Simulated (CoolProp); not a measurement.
A closed Brayton cycle with carbon dioxide: compressor inlet 313.15 K and 8.3 MPa, high pressure 17.9 MPa, turbine inlet 910 K, compressor efficiency 0.85, turbine efficiency 0.9, recuperator effectiveness 0.8 (on enthalpy, no pinch check). Each further row changes one setting.

The numbers come from the reference Helmholtz-energy equation of state, Span 1996 in CoolProp.

```json
[
 {"case": "as stated", "thermal efficiency (%)": "___", "net work (kJ/kg)": "86.0", "compressor to turbine work": "0.25", "compressor exit (K)": "364.2", "turbine exit (K)": "811.6"},
 {"case": "turbine inlet 860 K", "thermal efficiency (%)": "27.4", "net work (kJ/kg)": "79.2", "compressor to turbine work": "0.26", "compressor exit (K)": "364.2", "turbine exit (K)": "___"},
 {"case": "compressor inlet 323.15 K", "thermal efficiency (%)": "27.7", "net work (kJ/kg)": "77.7", "compressor to turbine work": "0.32", "compressor exit (K)": "385.6", "turbine exit (K)": "811.6"},
 {"case": "high pressure 15.2 MPa", "thermal efficiency (%)": "24.7", "net work (kJ/kg)": "___", "compressor to turbine work": "0.23", "compressor exit (K)": "353.2", "turbine exit (K)": "___"},
 {"case": "recuperator effectiveness 0.5", "thermal efficiency (%)": "18.5", "net work (kJ/kg)": "86.0", "compressor to turbine work": "0.25", "compressor exit (K)": "364.2", "turbine exit (K)": "811.6"}
]
```

Question: What belongs in the gaps?

Answer: 
- as stated, thermal efficiency (%): 28.0
- turbine inlet 860 K, turbine exit (K): 765.2
- high pressure 15.2 MPa, net work (kJ/kg): 69.7
- high pressure 15.2 MPa, turbine exit (K): 832.1
